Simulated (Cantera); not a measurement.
A Cantera script and what it prints.

```python
import numpy as np
import cantera as ct

gas_names = """
    CL CL2 H HCL H2 N NH NH2 NH3 N2 N2H2 N2H4 Si SiCL SiCL2 SiCL3 SiCL4 SiH SiHCL3 SiH2 SiH2CL2 SiH3
    SiH3CL SiH4 SiN Si2 Si2N Si3
""".split()
cond_names = """
    NH4CL(a) NH4CL(b) Si(cr) Si(L) Si3N4(a)
""".split()


def load(file, names, dense=False):
    # The tables refer to 1 bar. Condensed volumes are neglected.
    table = {s.name: s for s in ct.Species.list_from_file(file)}
    out = []
    for n in names:
        d = dict(table[n].input_data)
        d["thermo"] = dict(d["thermo"], **{"reference-pressure": 1e5})
        if dense:
            d["equation-of-state"] = {"model": "constant-volume", "density": "1e6 g/cm^3"}
        out.append(ct.Species.from_dict(d))
    return out


gas = ct.Solution(thermo="ideal-gas", species=load("nasa_gas.yaml", gas_names))
cond = {s.name: ct.Solution(thermo="fixed-stoichiometry", species=[s], name=s.name)
        for s in load("nasa_condensed.yaml", cond_names, dense=True)}
atoms = {
    'Si3N4': {'Si': 3, 'N': 4},
    'HCl': {'H': 1, 'CL': 1},
    'H2': {'H': 2},
}
top_T = {'Si3N4(a)': 2400}  # K; cautious upper limits of use, not melting points


def equilibrate(T, P, feed):
    n = {}
    for name, mol in feed.items():
        for a, k in atoms[name].items():
            n[a] = n.get(a, 0.0) + k * mol
    gas.TPX = T, P, n
    mass = sum(n.values()) * gas.mean_molecular_weight
    gas.equilibrate("TP")
    valid = [c for c in cond.values() if c.min_temp <= T <= top_T.get(c.name, c.max_temp)]
    mix = ct.Mixture([(gas, mass / gas.mean_molecular_weight)] + [(c, 0.0) for c in valid])
    mix.T, mix.P = T, P
    mix.equilibrate("TP", solver="vcs", rtol=1e-11, max_steps=5000)
    return mix


results = []
T = 825  # K
P = 8.9  # Pa
for m in [7.4, 13, 19, 25, 31, 37, 43, 49]:
    feed = {'Si3N4': 1, 'HCl': m, 'H2': 150}  # mol
    mix = equilibrate(T, P, feed)
    results.append((T, P, feed, dict(zip(mix.species_names, mix.species_moles))))
    x = sorted(zip(gas.X, gas.species_names), reverse=True)
    print(f"T = {T:g} K  P = {P:g} Pa  n(HCl) = {m:g} mol  gas = {mix.phase_moles(0):.4g} mol")
    print("   x: " + "  ".join(f"{s} {v:.3e}" for v, s in x if v > 0.001))
    print("   condensed (mol): " + ("  ".join(f"{mix.phase(i).name} {mix.phase_moles(i):.4g}"
          for i in range(1, mix.n_phases) if mix.phase_moles(i) > 1e-12) or "none"))
```

Result:

```
T = 825 K  P = 8.9 Pa  n(HCl) = 7.4 mol  gas = 157.4 mol
   x: H2 9.532e-01  HCL 4.661e-02
   condensed (mol): Si3N4(a) 0.9946
T = 825 K  P = 8.9 Pa  n(HCl) = 13 mol  gas = 163 mol
   x: H2 9.211e-01  HCL 7.829e-02
   condensed (mol): Si3N4(a) 0.98
T = 825 K  P = 8.9 Pa  n(HCl) = 19 mol  gas = 169 mol
   x: H2 8.895e-01  HCL 1.091e-01
   condensed (mol): Si3N4(a) 0.9521
T = 825 K  P = 8.9 Pa  n(HCl) = 25 mol  gas = 174.9 mol
   x: H2 8.606e-01  HCL 1.369e-01  SiCL4 1.509e-03  N2 1.015e-03
   condensed (mol): Si3N4(a) 0.9112
T = 825 K  P = 8.9 Pa  n(HCl) = 31 mol  gas = 180.9 mol
   x: H2 8.341e-01  HCL 1.620e-01  SiCL4 2.348e-03  N2 1.577e-03
   condensed (mol): Si3N4(a) 0.8574
T = 825 K  P = 8.9 Pa  n(HCl) = 37 mol  gas = 186.8 mol
   x: H2 8.097e-01  HCL 1.847e-01  SiCL4 3.336e-03  N2 2.238e-03
   condensed (mol): Si3N4(a) 0.791
T = 825 K  P = 8.9 Pa  n(HCl) = 43 mol  gas = 192.7 mol
   x: H2 7.873e-01  HCL 2.053e-01  SiCL4 4.448e-03  N2 2.982e-03
   condensed (mol): Si3N4(a) 0.7127
T = 825 K  P = 8.9 Pa  n(HCl) = 49 mol  gas = 198.6 mol
   x: H2 7.666e-01  HCL 2.240e-01  SiCL4 5.663e-03  N2 3.794e-03
   condensed (mol): Si3N4(a) 0.6232
```

Method: chemical equilibrium by Gibbs-energy minimisation in Cantera with the NASA 1993 tables (ideal gas, pure condensed phases).
